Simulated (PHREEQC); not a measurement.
Solution (45 °C): 49 mmol/kgw HNO3, 0.048 mmol/kgw CaCl2 and 72 mmol/kgw CuCl2. Closed to the air; pH follows from the charge balance.

The numbers come from PHREEQC with the ion-association model, phreeqc.dat.

```
quantity                  before    after
------------------------  ------  -------
pH                          1.42     1.38
ionic strength (mol/kgw)   0.234   0.0491
Cl- (mol/kgw)              0.128  9.60e-5
```

Q: What was changed between the two runs?
(A) temperature from 45 to 20 °C
(B) CuCl2 left out
(C) temperature from 45 to 5 °C
(D) HNO3 from 0.049 to 0.0441 mol/kgw
(E) temperature from 45 to 40 °C

A: B, CuCl2 left out

This is a speciation only: nothing precipitates in the calculation. Away from 25 °C the constants follow the database's enthalpies or fits; those with neither stay at their 25 °C values.
